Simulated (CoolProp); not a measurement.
A Linde-Hampson liquefier for oxygen: isothermal reversible compression at 200 K from 1 atm to 10 MPa, throttling to 1 atm, return gas leaving the recuperator 0 K below the feed. Each further row changes one setting.

Computed with CoolProp (reference Helmholtz-energy equation of state, Schmidt 1985).

```tsv
case	liquid yield per pass	compression work (kJ/kg of gas)
as stated	0.195	223
high pressure 20 MPa	0.337	246
warm-end temperature 230 K	0.123	264
warm-end gap 5 K	0.183	223
```
